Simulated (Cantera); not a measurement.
Feed: 1 mol Al(CH₃)₃, 0.61 mol N₂O, 42 mol N₂, at 0.210 bar.

Equilibrium computed with Cantera from the NASA thermochemical tables; the gas is ideal and each condensed phase is pure. Candidate condensed phases: Al, AlN, Al₂O₃, C, C₆H₆, C₇H₈, C₈H₁₈, H₂O; 148 gas species. The feed counts by its element totals alone. Mutual solubility and eutectic melting of coexisting phases are not modelled. Kinetics and transport are ignored.

Task: At 850 °C, list the 4 most abundant gas species with their mole fractions, and the condensed phases.

Result: N₂ 0.904, H₂ 0.0960, CO 7.99e-5, CH₄ 5.68e-5. Condensed: AlN(s) + Al₂O₃(s) + C(graphite).
